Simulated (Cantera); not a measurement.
A perfectly stirred reactor is fed with 25.6 % CH4, 71.6 % H2O, 2.81 % H2, at 101000 Pa; it is held at 1975 K, and followed from long to short residence time.

Cantera simulation using GRI-Mech 3.0 (53 species, 325 reactions); the numbers are that mechanism's predictions, not measurements.

Q: Predict: x(CH4) at τ = 0.570 s; x(H2O) at τ = 0.570 s; x(H2) at τ = 0.570 s; x(CH2O) at τ = 0.570 s; x(C2H) at τ = 0.570 s; x(CH4) at τ = 52.0 ms; x(H2O) at τ = 52.0 ms; x(H2) at τ = 52.0 ms; x(CH2O) at τ = 52.0 ms; x(C2H) at τ = 52.0 ms.

A: 
```json
{
  "x(CH4) at τ = 0.570 s": "0.00302",
  "x(H2O) at τ = 0.570 s": "0.293",
  "x(H2) at τ = 0.570 s": "0.536",
  "x(CH2O) at τ = 0.570 s": "6.58e-7",
  "x(C2H) at τ = 0.570 s": "2.48e-8",
  "x(CH4) at τ = 52.0 ms": "0.0131",
  "x(H2O) at τ = 52.0 ms": "0.340",
  "x(H2) at τ = 52.0 ms": "0.493",
  "x(CH2O) at τ = 52.0 ms": "3.55e-6",
  "x(C2H) at τ = 52.0 ms": "4.03e-7"
}
```
